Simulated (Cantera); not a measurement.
Charge: 1 mol Si2H6, 5.4 mol CO2, 4.7 mol H2, a varied amount of O3, equilibrated at 500 K and 84.0 mbar.

These are equilibrium values from Cantera (NASA tables, ideal gas, pure condensed phases), not measurements of a reactor. Candidate condensed phases: C, C6H6, C7H8, C8H18, H2O, Si, SiC, SiO2; 123 gas species. The feed counts by its element totals alone. Kinetics and transport are ignored.

**Question.** Which condensed phases are stable at each of these points (n(O3) (mol)): 0.09, 0.13, 0.19, 0.27, 0.4, 0.57, 0.83, 1.2, 1.7, 2.5, 3.6, 5.2, 7.6?

**Answer.** 
```tsv
n(O3) (mol)	condensed phases	Si condensed (%)
0.09	C(graphite) + SiO2(α-quartz)	100.0
0.13	C(graphite) + SiO2(α-quartz)	100.0
0.19	C(graphite) + SiO2(α-quartz)	100.0
0.27	C(graphite) + SiO2(α-quartz)	100.0
0.4	C(graphite) + SiO2(α-quartz)	100.0
0.57	C(graphite) + SiO2(α-quartz)	100.0
0.83	C(graphite) + SiO2(α-quartz)	100.0
1.2	C(graphite) + SiO2(α-quartz)	100.0
1.7	C(graphite) + SiO2(α-quartz)	100.0
2.5	C(graphite) + SiO2(α-quartz)	100.0
3.6	SiO2(α-quartz)	100.0
5.2	SiO2(α-quartz)	100.0
7.6	SiO2(α-quartz)	100.0
```

From 0.09 mol O3 to 2.5 mol O3 the condensed part is C(graphite) + SiO2(α-quartz). From 3.6 mol O3 to 7.6 mol O3 the condensed part is SiO2(α-quartz).
